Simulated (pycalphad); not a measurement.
An equivalent pycalphad script:

```python
from pycalphad import Database, equilibrium, calculate, variables as v
import numpy as np
db = Database('COST507.tdb')
comps = ['SI', 'FE', 'VA']
phases = ['BCC_B2', 'DIAMOND_A4', 'FCC_A1', 'FE2SI', 'FE5SI3', 'FESI', 'FESI2_H', 'FESI2_L', 'LIQUID']
eq = equilibrium(db, comps, phases, {v.X('FE'): 0.0465, v.T: np.arange(2250, 499, -40), v.P: 101325, v.N: 1}, output=['HM', 'SM'])
```

All values are pycalphad results on the COST 507 light-alloy database (1999) (1 atm), not direct measurements. These are 1990s assessments: newer ones move some temperatures and phases. Phase fractions are per mole of atoms. Diffusion is slow at the low end, where real alloys seldom reach equilibrium.

Results at three of the temperatures:

```
T = 2090.00 K, P = 101325 Pa, N = 1 mol of atoms
G = -111936 J/mol, H = 88359 J/mol, S = 95.83 J/(mol K)  (SER reference)
chemical potentials (J/mol): Si -106905, Fe -215084
phase             fraction      x(Si)      x(Fe)
LIQUID              1.0000     0.9535     0.0465
```

```
T = 970.00 K, P = 101325 Pa, N = 1 mol of atoms
G = -32805 J/mol, H = 12906 J/mol, S = 47.12 J/(mol K)  (SER reference)
chemical potentials (J/mol): Si -28974, Fe -111362
phase             fraction      x(Si)      x(Fe)
DIAMOND_A4          0.8605     1.0000       none
FESI2_L             0.1395     0.6667     0.3333
```

```
T = 770.00 K, P = 101325 Pa, N = 1 mol of atoms
G = -23960 J/mol, H = 7714 J/mol, S = 41.14 J/(mol K)  (SER reference)
chemical potentials (J/mol): Si -20243, Fe -100175
phase             fraction      x(Si)      x(Fe)
DIAMOND_A4          0.8605     1.0000       none
FESI2_L             0.1395     0.6667     0.3333
```

Changes of the phase set, refined by bisection:

```csv
T (K),phases above,phases below
1667.1,LIQUID,DIAMOND_A4 + LIQUID
1478.3,DIAMOND_A4 + LIQUID,DIAMOND_A4 + FESI2_H
1232.9,DIAMOND_A4 + FESI2_H,DIAMOND_A4 + FESI2_L
```

Database names, with the compositions (at.%) that they take in these runs: FESI2_H: Si 70 Fe 30; FESI2_L: Si 67 Fe 33. DIAMOND_A4 is diamond (Si). An entry "none" or "no" means that the model of the phase leaves that element out.
